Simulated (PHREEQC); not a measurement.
Brackish or sea water: speciation

Model water analysis in mg/L, 20 °C, pH 6.85, pe 1.2:

```tsv
constituent	mg/L
Na	7090
K	3280
Ca	3220
Mg	1810
Cl	21600
S(6) as SO4	4470
Alkalinity as HCO3	28.6
Mn(2)	89.4
```

Valence states are taken as typed.

Computed with PHREEQC (ion-association model, phreeqc.dat).

Each row changes one thing in this solution. This is a speciation only: nothing precipitates in the calculation.

```tsv
case	ionic strength (mol/kgw)	Mg+2 (mol/kgw)	SO4-2 (mol/kgw)	MgSO4 (mol/kgw)	CaSO4 (mol/kgw)	NaSO4- (mol/kgw)	SI of Rhodochrosite (MnCO3)	SI of Gypsum (CaSO4:2H2O)
as made	0.848	0.0663	0.0206	0.0114	0.00904	0.00576	+0.24	+0.37
pH from 6.85 to 6.55 at the same alkalinity	0.848	0.0663	0.0206	0.0114	0.00904	0.00576	___	+0.37
Mg from 1810 to 5430 mg/L	1.14	0.211	0.0150	___	0.00578	0.00392	+0.08	+0.20
```

Task: Complete the blanks.

Result: 
- pH from 6.85 to 6.55 at the same alkalinity, SI of Rhodochrosite (MnCO3): -0.06
- Mg from 1810 to 5430 mg/L, MgSO4 (mol/kgw): 0.0228

The ionic strength passes 0.7 mol/kgw, the rough limit of the ion-association models, in every such run. Some of these states are supersaturated (in Rhodochrosite, Gypsum, for instance).
